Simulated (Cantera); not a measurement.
Charge: 1 mol SiO₂, 1300 mol H₂, at 1.00 bar.

These are equilibrium values from Cantera (NASA tables, ideal gas, pure condensed phases), not measurements of a reactor. Candidate condensed phases: H₂O, Si, SiO₂; 18 gas species. The tables hold silica as quartz up to 1696 K and as liquid above; real silica turns to tridymite and cristobalite and melts near 1996 K. Kinetics and transport are ignored.

log p: log10 of the partial pressure in bar; n: condensed amount in mol.

| T (K) | log p H₂ | log p H₂O | log p SiO | log p H | log p SiH₂ | n SiO₂(β-quartz) | n SiO₂(condensed) |
|---|---|---|---|---|---|---|---|
| 1348 | 0.00 | -5.45 | -5.45 | -5.64 | -8.42 | 0.995 | 0 |
| 1398 | 0.00 | -5.07 | -5.07 | -5.32 | -8.28 | 0.989 | 0 |
| 1448 | 0.00 | -4.72 | -4.72 | -5.04 | -8.15 | 0.975 | 0 |
| 1498 | 0.00 | ? | ? | ? | ? | 0.948 | 0 |
| 1548 | 0.00 | -4.09 | -4.09 | -4.51 | -7.91 | 0.895 | 0 |
| 1598 | 0.00 | -3.81 | -3.81 | -4.27 | -7.80 | 0.797 | 0 |
| 1648 | 0.00 | -3.54 | -3.54 | -4.05 | -7.70 | 0.625 | 0 |
| 1698 | 0.00 | ? | ? | ? | ? | 0 | ? |
| 1748 | 0.00 | -3.11 | -3.11 | -3.64 | -7.52 | 0 | 0 |
| 1798 | 0.00 | -3.11 | -3.11 | -3.45 | -7.44 | 0 | 0 |

Question: Complete the blanks.

Answer: 
- 1698, log p H₂O: -3.29
- 1698, log p SiO: -3.29
- 1698, log p H: -3.84
- 1698, log p SiH₂: -7.61
- 1698, n SiO₂(condensed): 0.332
- 1498, log p H₂O: -4.40
- 1498, log p SiO: -4.40
- 1498, log p H: -4.76
- 1498, log p SiH₂: -8.02
